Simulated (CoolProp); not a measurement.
Vapour pressure (bar) of ethylbenzene: the reference equation beside estimates from Tc = 344.0 °C, pc = 36.22 bar, ω = 0.304. Clausius-Clapeyron is anchored at 131.05 °C with a constant enthalpy of vaporisation of 35.93 kJ/mol.

The numbers come from the reference Helmholtz-energy equation of state, Zhou 2012 in CoolProp.

```json
[
 {"T (°C)": "43.25", "reference": "0.03385", "Lee-Kesler": "0.03217", "Clausius-Clapeyron": "0.04536", "Peng-Robinson": "0.03553"},
 {"T (°C)": "65.25", "reference": "0.09277", "Lee-Kesler": "0.08909", "Clausius-Clapeyron": "0.1102", "Peng-Robinson": "0.09541"},
 {"T (°C)": "87.15", "reference": "0.2190", "Lee-Kesler": "0.2128", "Clausius-Clapeyron": "?", "Peng-Robinson": "0.2222"},
 {"T (°C)": "109.05", "reference": "0.4600", "Lee-Kesler": "0.4521", "Clausius-Clapeyron": "0.4763", "Peng-Robinson": "0.4629"},
 {"T (°C)": "131.05", "reference": "0.8814", "Lee-Kesler": "?", "Clausius-Clapeyron": "0.8814", "Peng-Robinson": "0.8826"},
 {"T (°C)": "152.95", "reference": "1.558", "Lee-Kesler": "1.559", "Clausius-Clapeyron": "1.527", "Peng-Robinson": "1.556"},
 {"T (°C)": "174.85", "reference": "2.582", "Lee-Kesler": "2.598", "Clausius-Clapeyron": "2.507", "Peng-Robinson": "2.579"},
 {"T (°C)": "196.85", "reference": "4.063", "Lee-Kesler": "4.104", "Clausius-Clapeyron": "3.938", "Peng-Robinson": "?"},
 {"T (°C)": "218.75", "reference": "6.102", "Lee-Kesler": "6.175", "Clausius-Clapeyron": "5.929", "Peng-Robinson": "6.123"},
 {"T (°C)": "240.65", "reference": "8.828", "Lee-Kesler": "8.936", "Clausius-Clapeyron": "8.622", "Peng-Robinson": "8.887"},
 {"T (°C)": "262.65", "reference": "12.40", "Lee-Kesler": "12.54", "Clausius-Clapeyron": "12.18", "Peng-Robinson": "12.52"},
 {"T (°C)": "284.55", "reference": "16.93", "Lee-Kesler": "17.11", "Clausius-Clapeyron": "?", "Peng-Robinson": "17.15"}
]
```

**Question.** Complete the blanks.

**Answer.** 
- 87.15, Clausius-Clapeyron: 0.2396
- 131.05, Lee-Kesler: 0.8750
- 196.85, Peng-Robinson: 4.066
- 284.55, Clausius-Clapeyron: 16.72

Absolute difference from the reference over all 12 rows, mean and median: Lee-Kesler 1.7 and 1.2 %, Clausius-Clapeyron 6.8 and 2.9 %, Peng-Robinson 1.1 and 0.6 %.
